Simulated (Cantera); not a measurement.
A Cantera script and its output.

```python
import numpy as np
import cantera as ct

gas = ct.Solution("gri30.yaml")
gas.TPX = 1400, 18000, {'CH4': 1, 'CO2': 0.36}
reactor = ct.IdealGasConstPressureReactor(gas, energy="off", clone=False)
net = ct.ReactorNet([reactor])
net.rtol, net.atol = 1e-08, 1e-18
show = ['CH4', 'CO2', 'CH2CO', 'H', 'C2H']
times = np.geomspace(1e-06, 2, 12)

steps = ct.SolutionArray(gas, extra=["t"])
rows = []
print(f"{'t/s':>10s}{'T/K':>9s}{'P/Pa':>11s}" + "".join(f"{s:>11s}" for s in show))
for t in times:
    while net.time < t:
        t_next = net.step()
        steps.append(gas.state, t=t_next)
    rows.append([np.interp(t, steps.t, y) for y in (steps.T, steps.P, *steps(*show).X.T)])
    print(f"{t:10.3e}{rows[-1][0]:9.1f}{rows[-1][1]:11.4g}" + "".join(f"{x:11.3e}" for x in rows[-1][2:]))
rate = np.gradient(steps.T, steps.t)
print("integrator steps:", len(steps.t))
if steps.T.max() > steps.T[0] + 200:
    print(f"time of steepest temperature rise: {steps.t[rate.argmax()]:.4e} s")
gas.TPX = 1400, 18000, {'CH4': 1, 'CO2': 0.36}
gas.equilibrate("TP")
print(f"equilibrium (TP): T = {gas.T:.1f} K  " + "  ".join(f"{s} {gas[s].X[0]:.3e}" for s in show))
```

Result:

```
       t/s      T/K       P/Pa        CH4        CO2      CH2CO          H        C2H
 1.000e-06   1400.0    1.8e+04  7.353e-01  2.647e-01  2.024e-25  5.020e-09  1.302e-35
 3.740e-06   1400.0    1.8e+04  7.353e-01  2.647e-01  2.249e-23  5.887e-09  3.154e-32
 1.398e-05   1400.0    1.8e+04  7.353e-01  2.647e-01  1.518e-21  5.892e-09  8.738e-29
 5.230e-05   1400.0    1.8e+04  7.353e-01  2.647e-01  8.547e-20  5.892e-09  1.533e-25
 1.956e-04   1400.0    1.8e+04  7.353e-01  2.647e-01  4.583e-18  5.901e-09  1.713e-22
 7.313e-04   1400.0    1.8e+04  7.353e-01  2.647e-01  2.406e-16  6.029e-09  1.533e-19
 2.735e-03   1400.0    1.8e+04  7.352e-01  2.647e-01  1.217e-14  7.179e-09  1.149e-16
 1.023e-02   1400.0    1.8e+04  7.350e-01  2.647e-01  4.414e-13  9.722e-09  8.298e-15
 3.824e-02   1400.0    1.8e+04  7.340e-01  2.646e-01  1.439e-11  1.899e-08  1.523e-13
 1.430e-01   1400.0    1.8e+04  7.282e-01  2.641e-01  6.711e-10  7.562e-08  4.356e-12
 5.348e-01   1400.0    1.8e+04  7.001e-01  2.598e-01  3.117e-08  3.270e-07  6.661e-11
 2.000e+00   1400.0    1.8e+04  6.123e-01  2.406e-01  6.150e-07  9.854e-07  3.138e-10
integrator steps: 988
equilibrium (TP): T = 1400.0 K  CH4 6.046e-02  CO2 9.765e-08  CH2CO 2.424e-07  H 8.649e-06  C2H 1.313e-09
```

Detailed kinetics in Cantera: GRI-Mech 3.0 (53 species, 325 reactions). GRI-Mech 3.0 stops at C3 and has no aromatics, soot or wall deposition, so with more carbon than oxygen in the feed, carbon stays in small species such as C2H2 where larger ones or solid carbon would form.
